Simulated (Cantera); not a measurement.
**Carbon deposition, reforming and gasification: n-butane + H2**

Input: 1 mol n-butane, 6.3 mol H2, held at 350 °C and 47.0 Pa.

These are equilibrium values from Cantera (NASA tables, ideal gas, pure condensed phases), not measurements of a reactor. Candidate condensed phases: C, C6H6, C7H8, C8H18; 76 gas species. Equilibrium is a limit: real reactors are often held back by kinetics, nucleation or transport.

```yaml
x(H2): 0.977
x(CH4): 0.0229
n(C(graphite)): 3.75 mol
gas_amount: 11.05 mol
```
